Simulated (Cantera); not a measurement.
A perfectly stirred reactor is fed with 41.5 % H₂, 12.2 % O₂, 46.1 % N₂, 0.150 % NO, at 15.0 bar; it is adiabatic with a 623 K inlet, and is followed from long to short residence time, starting on the burning branch (τ in s: 0.028, 0.011, 0.0041, 0.0016, 0.0006, 0.00023, 8.8e-05, 3.4e-05, 1.3e-05).

Computed with Cantera and GRI-Mech 3.0 (53 species, 325 reactions). The hydrogen kinetics of GRI-Mech 3.0 are dated; newer H2 mechanisms differ, most at raised pressure. The pressure lies above the range GRI-Mech 3.0 was tuned for (to about 10 atm). The mechanism lacks 2 NO + O2 → 2 NO2 and HONO, so NO2 and the effect of NO are under-described below about 1400 K.

Q: Predict: blow-out, bracketed by the residence times tried; x(H₂) at τ = 28.0 ms; x(O₂) at τ = 28.0 ms; x(NO) at τ = 28.0 ms; x(N₂) at τ = 28.0 ms; x(OH) at τ = 28.0 ms; x(H₂) at τ = 0.600 ms; x(O₂) at τ = 0.600 ms; x(NO) at τ = 0.600 ms; x(N₂) at τ = 0.600 ms; x(OH) at τ = 0.600 ms.

A: 
| Property | Result |
|---|---|
| blow-out, bracketed by the residence times tried | burning at 13.0 µs, the shortest tried |
| x(H₂) at τ = 28.0 ms | 0.192 |
| x(O₂) at τ = 28.0 ms | 8.93e-6 |
| x(NO) at τ = 28.0 ms | 0.000122 |
| x(N₂) at τ = 28.0 ms | 0.526 |
| x(OH) at τ = 28.0 ms | 0.000623 |
| x(H₂) at τ = 0.600 ms | 0.192 |
| x(O₂) at τ = 0.600 ms | 0.000173 |
| x(NO) at τ = 0.600 ms | 0.000528 |
| x(N₂) at τ = 0.600 ms | 0.525 |
| x(OH) at τ = 0.600 ms | 0.00109 |
